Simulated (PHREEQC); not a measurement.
A column of 0.1 m (40 cells, dispersivity 0.005 m, 3600 s a shift, diffusion coefficient 3e-10 m²/s) holds 0.0024 eq of the database's cation exchanger X per kg of pore water, first in equilibrium with 0.0023 mol ZnCl2, 0.0059 mol CdCl2, 0.00032 mol KCl and 1e-05 mol HCl per kg of water. It is flushed with 1.2 mmol/kgw ZnSO4 and 0.01 mmol/kgw HCl, at 25 °C. Values are for the last cell. The system is closed to CO2. No solid was allowed to form.

All values are PHREEQC results (ion-association model, phreeqc.dat), not measurements.

Problem. Predict S in solution (mol/kgw) at pore volumes = 0.2625, 1.137.

Solution. 
| pore volumes | S in solution (mol/kgw) |
|---|---|
| 0.2625 | 6.65e-9 |
| 1.137 | 0.000855 |
